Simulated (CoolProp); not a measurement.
Vapour pressure (bar) of nitrous oxide: the reference equation beside estimates from Tc = 36.4 °C, pc = 72.45 bar, ω = 0.161. Clausius-Clapeyron is anchored at -37.85 °C with a constant enthalpy of vaporisation of 13.54 kJ/mol.

Model: reference Helmholtz-energy equation of state, Lemmon 2006, in CoolProp. It is a short technical equation, of lower accuracy than the large ones.

| T (°C) | reference | Lee-Kesler | Clausius-Clapeyron | van der Waals | Soave-Redlich-Kwong | Peng-Robinson |
|---|---|---|---|---|---|---|
| -71.15 | 2.579 | 2.578 | 3.235 | 10.06 | 2.579 | 2.597 |
| -66.45 | 3.222 | 3.225 | 3.885 | 11.37 | 3.224 | 3.235 |
| -61.65 | 4.000 | 4.006 | 4.646 | 12.83 | 4.004 | 4.006 |
| -56.95 | 4.892 | 4.901 | 5.493 | 14.36 | 4.899 | 4.890 |
| -52.15 | 5.949 | 5.963 | 6.469 | 16.06 | 5.963 | 5.938 |
| -47.35 | 7.170 | 7.188 | 7.566 | 17.87 | 7.192 | 7.149 |
| -42.65 | 8.537 | 8.560 | 8.764 | 19.77 | 8.571 | 8.507 |
| -37.85 | 10.12 | 10.15 | 10.12 | 21.84 | 10.17 | 10.08 |
| -33.15 | 11.88 | 11.91 | 11.59 | 24.00 | 11.95 | 11.83 |
| -28.35 | 13.89 | 13.92 | 13.24 | 26.34 | 13.99 | 13.84 |
| -23.65 | 16.09 | 16.12 | 15.01 | 28.76 | 16.22 | 16.04 |
| -18.85 | 18.59 | 18.61 | 16.98 | 31.38 | 18.76 | 18.55 |
| -14.05 | 21.37 | 21.38 | 19.12 | 34.14 | 21.58 | 21.33 |
| -9.35 | 24.37 | 24.37 | 21.38 | 36.99 | 24.63 | 24.35 |
| -4.55 | 27.73 | 27.72 | 23.88 | 40.04 | 28.05 | 27.74 |

Absolute difference from the reference over all 15 rows, mean and median: Lee-Kesler 0.2 and 0.2 %, Clausius-Clapeyron 10.0 and 8.7 %, van der Waals 134.6 and 115.8 %, Soave-Redlich-Kwong 0.5 and 0.5 %, Peng-Robinson 0.3 and 0.3 %.
